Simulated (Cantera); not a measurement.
Input (Python, Cantera):

```python
import numpy as np
import cantera as ct

gas = ct.Solution("gri30.yaml")


def delay(T, t_max=10):
    gas.TPX = T, 2200000, {'C2H4': 1, 'O2': 4.29, 'N2': 16.1, 'H2O': 0.72}
    reactor = ct.IdealGasConstPressureReactor(gas, clone=False)
    net = ct.ReactorNet([reactor])
    net.rtol, net.atol = 1e-8, 1e-16
    while net.time < t_max:
        t_old, T_old = net.time, reactor.T
        net.step()
        if reactor.T > T + 400:  # ignition: a rise of 400 K
            return t_old + (T + 400 - T_old) / (reactor.T - T_old) * (net.time - t_old)
    return np.nan


taus = []
for T in [1123, 1198, 1273, 1348, 1423]:
    taus.append(delay(T))
    print(f"T0 = {T:6g} K   tau = {taus[-1]:.4e} s")

# d ln(tau) / d ln(k), from doubling and halving each rate constant
T, sens = 1348, []
for i in range(gas.n_reactions):
    gas.set_multiplier(2.0, i)
    up = delay(T)
    gas.set_multiplier(0.5, i)
    down = delay(T)
    gas.set_multiplier(1.0, i)
    sens.append((np.log(up / down) / np.log(4.0), gas.reaction(i).equation))
sens.sort(key=lambda x: -abs(x[0]))
print(f"sensitivities at {T} K")
for s, eq in sens[:10]:
    print(f"{s:8.3f}  {eq}")
```

Output:

```
T0 =   1123 K   tau = 1.6517e-03 s
T0 =   1198 K   tau = 5.4199e-04 s
T0 =   1273 K   tau = 1.5687e-04 s
T0 =   1348 K   tau = 4.6033e-05 s
T0 =   1423 K   tau = 1.4648e-05 s
sensitivities at 1348 K
  -0.907  H + O2 <=> O + OH
  -0.776  C2H3 + O2 <=> CH2CHO + O
   0.678  C2H3 + O2 <=> CH2O + HCO
   0.353  H + O2 + N2 <=> HO2 + N2
  -0.253  C2H4 + O <=> CH2CHO + H
   0.247  C2H4 + O <=> CH3 + HCO
   0.227  H + O2 + H2O <=> HO2 + H2O
  -0.214  C2H4 + H <=> C2H3 + H2
   0.170  C2H4 + H (+M) <=> C2H5 (+M)
  -0.155  C2H4 + CH3 <=> C2H3 + CH4
```

Model: GRI-Mech 3.0 (53 species, 325 reactions), integrated in Cantera. GRI-Mech 3.0 was tuned for natural gas; its chemistry of ethylene as a main component is partial and can be far from experiment. The pressure lies above the range GRI-Mech 3.0 was tuned for (to about 10 atm).
